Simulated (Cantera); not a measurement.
A perfectly stirred reactor is fed with NH3 : H2 = 1 : 5.6 (molar parts), at 9.75 Torr; it is held at 1925 K, and followed from long to short residence time.

Cantera simulation using the gas-phase N/H chemistry of the illustrative SiF4/NH3 mechanism in the Surface Chemkin manual (1991); the numbers are that mechanism's predictions, not measurements. Walls and surfaces, which speed up NH3 decomposition in real reactors, are not modelled.

### Question
What does this change do: H2 5.6 to 1.1 parts?

### Answer
```
quantity                  before     after
----------------------  --------  --------
x(NH3) at τ = 1.80 s       0.106     0.286
x(H2) at τ = 1.80 s        0.874     0.649
x(H) at τ = 1.80 s      0.000712  0.000402
x(N2H4) at τ = 1.80 s   6.74e-10   2.83e-9
x(N2H2) at τ = 1.80 s    5.23e-7   2.03e-6
x(NH3) at τ = 74.0 ms      0.150     0.464
x(H2) at τ = 74.0 ms       0.849     0.531
x(H) at τ = 74.0 ms     0.000499  0.000263
x(N2H4) at τ = 74.0 ms  7.02e-10   4.78e-9
x(N2H2) at τ = 74.0 ms   4.58e-7   3.28e-6
```

### Question
What does this change do: temperature 1925 to 2175 K?

### Answer
| quantity | before | after |
|---|---|---|
| x(NH3) at τ = 1.80 s | 0.106 | 0.0249 |
| x(H2) at τ = 1.80 s | 0.874 | 0.917 |
| x(H) at τ = 1.80 s | 0.000712 | 0.00312 |
| x(N2H4) at τ = 1.80 s | 6.74e-10 | 1.10e-10 |
| x(N2H2) at τ = 1.80 s | 5.23e-7 | 3.01e-7 |
| x(NH3) at τ = 74.0 ms | 0.150 | 0.128 |
| x(H2) at τ = 74.0 ms | 0.849 | 0.860 |
| x(H) at τ = 74.0 ms | 0.000499 | 0.00163 |
| x(N2H4) at τ = 74.0 ms | 7.02e-10 | 9.11e-10 |
| x(N2H2) at τ = 74.0 ms | 4.58e-7 | 1.64e-6 |
